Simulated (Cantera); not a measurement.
Feed: 1 mol PbO, 0.54 mol CH4, 0.038 mol CO, at 1148 K and 0.0100 bar.

These are equilibrium values from Cantera (NASA tables, ideal gas, pure condensed phases), not measurements of a reactor. Kinetics and transport are ignored.

```
species     before   after
----------  ------  ------
H2           0.450   0.595
CO           0.252   0.193
H2O          0.183   0.145
CO2         0.0867  0.0398
Pb          0.0280  0.0280
Pb(l), mol   0.952   0.930
```
Gas species are given as mole fractions.

Task: Which change was made?
A) 0.76 mol H2 added
B) CH4 from 0.54 to 6 mol
C) CH4 from 0.54 to 0.37 mol
D) temperature from 1148 K to 1950 K

Result: A, 0.76 mol H2 added
